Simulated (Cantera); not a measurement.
Feed: 1 mol Si₃N₄, 0.16 mol CO₂, 38 mol H₂, held at 0.00133 bar.

Equilibrium computed with Cantera from the NASA thermochemical tables; the gas is ideal and each condensed phase is pure. Candidate condensed phases: C, C₆H₆, C₇H₈, C₈H₁₈, H₂O, Si, SiC, SiO₂, Si₂N₂O, Si₃N₄; 151 gas species. Mutual solubility and eutectic melting of coexisting phases are not modelled. Gases not in the tables: Si₂H₆ and higher silanes. The numbers say what is thermodynamically allowed, not how fast it happens.

### Question
At 1700 K, list the 7 most abundant gas species with their mole fractions, and the condensed phases.

### Answer
H₂ 0.938, N₂ 0.0495, SiO 0.00751, H 0.00391, Si 0.000509, CO 0.000404, SiH 2.79e-5. Condensed: Si(l) + SiC(s).
